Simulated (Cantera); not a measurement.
Feed: 1 mol BN, 0.11 mol O2, at 4.40 mbar.

Cantera equilibrium calculation (NASA polynomials, part measured and part estimated; ideal gas, pure solids and liquids). Candidate condensed phases: B, BN, B2O3; 17 gas species. Mutual solubility and eutectic melting of coexisting phases are not modelled. Rates play no part. All values below are at 1550 K.

Base state: N2 0.986, B2O3 0.0132, B2O2 0.000898, BO 0.000135 (mole fractions); condensed: BN(s) + B2O3(l).

What changes in the equilibrium state with this change: O2 from 0.11 to 13 mol?


| species | before | after |
|---|---|---|
| O2 | <1e-9 | 0.946 |
| N2 | 0.986 | 0.0383 |
| B2O3 | 0.0132 | 0.0132 |
| BO2 | 3.88e-7 | 0.00147 |
| B2O2 | 0.000898 | <1e-9 |
| NO | <1e-9 | 0.000725 |
| O | <1e-9 | 0.000115 |
| BN(s), mol | 0.853 | 0 |
| B2O3(l), mol | 0.0723 | 0.319 |
